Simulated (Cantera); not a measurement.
**Reactions in the system Cl-Cs-H**

Cantera with NASA thermochemical tables; ideal gases at 1 bar, condensed phases pure. Values are per mole of reaction as written; species without (g) are pure solids or liquids, kept so even where they would boil at 1 bar.

2 Cs + 2 HCl(g) = H2(g) + 2 CsCl

```tsv
T (K)	ΔH° (kJ)	ΔS° (J/K)	ΔG° (kJ)	log10 K
425	-703.5	-220.2	-609.9	74.96
525	-701.4	-215.8	-588.1	58.51
625	-698.7	-211.2	-566.7	47.36
725	-695.5	-206.4	-545.9	39.33
825	-684.2	-191.5	-526.3	33.32
```
